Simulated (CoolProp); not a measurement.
A single-stage vapour-compression cycle with CH2F2 (R32): evaporating at 283.15 K (dew point), condensing at 306.15 K (bubble point), superheat 10 K, subcooling 8 K, compressor efficiency 0.8, no pressure losses. Each further row changes one setting.

The numbers come from the reference Helmholtz-energy equation of state, Tillner-Roth 1997 in CoolProp.

```
case                              cooling COP  pressure ratio  discharge temperature (K)  refrigerating effect (kJ/kg)  volumetric capacity (kJ/m³)
--------------------------------  -----------  --------------  -------------------------  ----------------------------  ---------------------------
as stated                                   ?            1.88                      339.0                           284                         8010
evaporating temperature 288.15 K         11.5            1.63                      333.5                           285                            ?
condensing temperature 301.15 K             ?            1.65                          ?                           293                         8270
subcooling 13 K                          9.00            1.88                      339.0                             ?                         8270
superheat 20 K                           8.54            1.88                      350.3                             ?                         7850
compressor efficiency 0.7                   ?            1.88                          ?                           284                         8010
```

**Question.** Some entries are withheld; supply them.

**Answer.** 
- as stated, cooling COP: 8.71
- evaporating temperature 288.15 K, volumetric capacity (kJ/m³): 9310
- condensing temperature 301.15 K, cooling COP: 11.4
- condensing temperature 301.15 K, discharge temperature (K): 329.3
- subcooling 13 K, refrigerating effect (kJ/kg): 294
- superheat 20 K, refrigerating effect (kJ/kg): 296
- compressor efficiency 0.7, cooling COP: 7.62
- compressor efficiency 0.7, discharge temperature (K): 342.8
